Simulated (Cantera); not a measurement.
Input: 1 mol CH₃SiCl₃, 41 mol H₂, at 5700 Pa.

These are equilibrium values from Cantera (NASA tables, ideal gas, pure condensed phases), not measurements of a reactor. Candidate condensed phases: C, C₆H₆, C₇H₈, C₈H₁₈, Si, SiC; 109 gas species. The feed counts by its element totals alone. The tables' values for SiCl are old estimates; treat these amounts as uncertain. The numbers say what is thermodynamically allowed, not how fast it happens.

Question: At 1973 K, list the 6 most abundant gas species with their mole fractions, and the condensed phases.

Answer: H₂ 0.927, HCl 0.0662, H 0.00544, SiCl₂ 0.000721, C₂H₂ (acetylene) 0.000384, Cl 0.000291. Condensed: SiC(s).
